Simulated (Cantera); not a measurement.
Input: 1 mol CO, 0.14 mol NH₃, 1.7 mol N₂, held at 2525 K and 6.60 bar.

Cantera equilibrium calculation (NASA polynomials, part measured and part estimated; ideal gas, pure solids and liquids). Candidate condensed phases: C, C₆H₆, C₇H₈, C₈H₁₈, H₂O; 136 gas species. Kinetics and transport are ignored.

Base state: N₂ 0.593, CO 0.335, H₂ 0.0686, H 0.00286, HCN 0.000289, H₂O 0.000182, CO₂ 0.000142, HNC 3.49e-5 (mole fractions); condensed: gas only.

Problem. What changes in the equilibrium state with this change: pressure from 6.60 bar to 0.120 bar?

Solution. 
```json
[
 {"species": "N₂", "before": "0.593", "after": "0.588"},
 {"species": "CO", "before": "0.335", "after": "0.332"},
 {"species": "H₂", "before": "0.0686", "after": "0.0598"},
 {"species": "H", "before": "0.00286", "after": "0.0198"},
 {"species": "H₂O", "before": "0.000182", "after": "2.10e-5"},
 {"species": "HNC", "before": "3.49e-5", "after": "4.41e-6"},
 {"species": "HCN", "before": "0.000289", "after": "3.66e-5"},
 {"species": "CO₂", "before": "0.000142", "after": "1.86e-5"}
]
```
